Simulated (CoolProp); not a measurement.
A single-stage vapour-compression cycle with the fluid: evaporating at 213.15 K (dew point), condensing at 270.15 K (bubble point), superheat 0 K, subcooling 0 K, compressor efficiency 0.6, no pressure losses. The same conditions are run with several fluids, on thermodynamics alone (safety and materials aside).

Computed with CoolProp (reference Helmholtz-energy equation of state of each fluid (CH2F2 (R32): Tillner-Roth 1997; hydrogen sulfide: Lemmon 2006; R404A: Lemmon 2003; ethylene: Smukala 2000; R152A: Outcalt 1996; ammonia: Gao 2020)). Blends and air are pseudo-pure fits.

**Question.** Rank CH2F2 (R32), hydrogen sulfide, R404A, ethylene, R152A, ammonia by cooling COP, highest first.

**Answer.** R152A (1.81), hydrogen sulfide (1.73), CH2F2 (R32) (1.72), ammonia (1.69), R404A (1.67), ethylene (1.30)

| fluid | pressure ratio | discharge temperature (K) | refrigerating effect (kJ/kg) | volumetric capacity (kJ/m³) |
|---|---|---|---|---|
| CH2F2 (R32) | 11.4 | 416.7 | 297 | 585 |
| hydrogen sulfide | 9.18 | 459.9 | 430 | 872 |
| R404A | 11.7 | 320.6 | 135 | 365 |
| ethylene | 5.07 | 346.5 | 225 | 3110 |
| R152A | 15.8 | 363.7 | 268 | 151 |
| ammonia | 17.5 | 528.7 | 1190 | 252 |
